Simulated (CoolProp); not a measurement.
Vapour-liquid equilibrium of R1234yf (1) + R227EA (2) at 213.3 K; x and y are mole fractions of (1).

The numbers come from the multi-fluid Helmholtz-energy mixture model, Lemmon 2022 and Lemmon 2016; pair parameters Bell 2016 in CoolProp.

```
x     bubble pressure (kPa)  y at the bubble point  dew pressure at overall composition x (kPa)  liquid density (mol/L)
----  ---------------------  ---------------------  -------------------------------------------  ----------------------
0.05                  10.25                  0.108                                        9.906                   9.993
0.2                   12.07                  0.359                                        10.86                   10.24
0.35                  13.82                  0.542                                        12.00                   10.51
0.5                   15.53                  0.684                                        13.38                   10.78
0.65                  17.24                  0.799                                        15.09                   11.07
0.8                   18.95                  0.895                                        17.25                   11.37
0.95                  20.66                  0.976                                        20.08                   11.68
```

No azeotrope shows between x = 0.05 and 0.95.

The pair parameters rest on a limited set of measurements; away from them the model extrapolates.
